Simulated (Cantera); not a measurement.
What does this Cantera script print?

```python
import numpy as np
import cantera as ct

gas_names = """
    ALI3 NH3 I2 H
""".split()
cond_names = """
    ALN(s)
""".split()


# ... load() reads the species with a 1 bar reference pressure and builds the phases ...
species = {s.name: s for s in load("nasa_gas.yaml", gas_names) + load("nasa_condensed.yaml", cond_names)}
# Each term lists the table entries of one substance; the one whose range holds T is used.
reactions = {
    '2 AlI3(g) + 2 NH3(g) = 3 I2(g) + 6 H(g) + 2 AlN':
        [(-2, ['ALI3']), (-2, ['NH3']), (3, ['I2']), (6, ['H']), (2, ['ALN(s)'])],
}


def pick(names, T):
    return next(species[n] for n in names if species[n].thermo.min_temp <= T <= species[n].thermo.max_temp)


results = []
for label, terms in reactions.items():
    print(label)
    print("     T/K   dH/kJ  dS/(J/K)   dG/kJ   log10 K")
    for T in [1200, 1400, 1600, 1800, 2000]:
        used = [(nu, pick(names, T)) for nu, names in terms]
        dH = sum(nu * s.thermo.h(T) for nu, s in used) / 1e6
        dS = sum(nu * s.thermo.s(T) for nu, s in used) / 1e3
        dG = dH - T * dS / 1e3
        logK = -dG * 1e6 / (ct.gas_constant * T * np.log(10))
        results.append((label, T, dH, dS, dG, logK, [s.name for _, s in used]))
        print(f"{T:8g} {dH:8.1f} {dS:8.1f} {dG:8.1f} {logK:8.2f}")
```

It prints:

```
2 AlI3(g) + 2 NH3(g) = 3 I2(g) + 6 H(g) + 2 AlN
     T/K   dH/kJ  dS/(J/K)   dG/kJ   log10 K
    1200   1396.9    472.5    829.9   -36.13
    1400   1407.0    480.3    734.6   -27.41
    1600   1416.3    486.5    637.9   -20.83
    1800   1424.8    491.5    540.1   -15.67
    2000   1432.7    495.7    441.4   -11.53
```

Standard-state values (1 bar) from the NASA 1993 polynomials, evaluated with Cantera. Condensed species are held in their standard states even where they would react or evaporate.
